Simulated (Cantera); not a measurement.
# Counterflow diffusion flame

A counterflow diffusion flame at 1.01 bar, nozzles 20 mm apart: fuel side CH₄ : CO = 1 : 0.37 (molar parts) at 450 K, oxidiser side O₂ : N₂ = 0.23 : 0.77 (molar parts) at 625 K, fuel mass flux 1 times the oxidiser's; mixture-averaged transport, no radiation.

Model: GRI-Mech 3.0 (53 species, 325 reactions), integrated in Cantera. GRI-Mech 3.0 has no aromatics or soot, which form on the fuel side of real flames. The maximum strain rate includes the flame's own expansion and is several times the mean.

```json
[
 {"oxidiser flux (kg/m²/s)": "0.25", "max strain (1/s)": "217", "mean strain (1/s)": "46.1", "T max (K)": "2249", "peak x OH": "0.0110", "peak x H": "0.00540", "peak x NO": "0.000409", "peak x CO": "0.270", "peak x C₂H₂": "0.0158"},
 {"oxidiser flux (kg/m²/s)": "0.36", "max strain (1/s)": "300", "mean strain (1/s)": "66.4", "T max (K)": "2230", "peak x OH": "0.0110", "peak x H": "0.00571", "peak x NO": "0.000373", "peak x CO": "0.270", "peak x C₂H₂": "0.0150"},
 {"oxidiser flux (kg/m²/s)": "0.53", "max strain (1/s)": "426", "mean strain (1/s)": "97.7", "T max (K)": "2213", "peak x OH": "0.0109", "peak x H": "0.00602", "peak x NO": "0.000335", "peak x CO": "0.270", "peak x C₂H₂": "0.0142"},
 {"oxidiser flux (kg/m²/s)": "0.76", "max strain (1/s)": "593", "mean strain (1/s)": "140", "T max (K)": "2197", "peak x OH": "0.0108", "peak x H": "0.00632", "peak x NO": "0.000300", "peak x CO": "0.270", "peak x C₂H₂": "0.0134"},
 {"oxidiser flux (kg/m²/s)": "1.1", "max strain (1/s)": "834", "mean strain (1/s)": "203", "T max (K)": "2180", "peak x OH": "0.0107", "peak x H": "0.00660", "peak x NO": "0.000263", "peak x CO": "0.270", "peak x C₂H₂": "0.0126"},
 {"oxidiser flux (kg/m²/s)": "1.6", "max strain (1/s)": "1180", "mean strain (1/s)": "295", "T max (K)": "2160", "peak x OH": "0.0104", "peak x H": "0.00682", "peak x NO": "0.000220", "peak x CO": "0.270", "peak x C₂H₂": "0.0117"},
 {"oxidiser flux (kg/m²/s)": "2.3", "max strain (1/s)": "1650", "mean strain (1/s)": "424", "T max (K)": "2135", "peak x OH": "0.00999", "peak x H": "0.00693", "peak x NO": "0.000175", "peak x CO": "0.270", "peak x C₂H₂": "0.0106"}
]
```
x: mole fraction; the columns are a selection and need not sum to one.
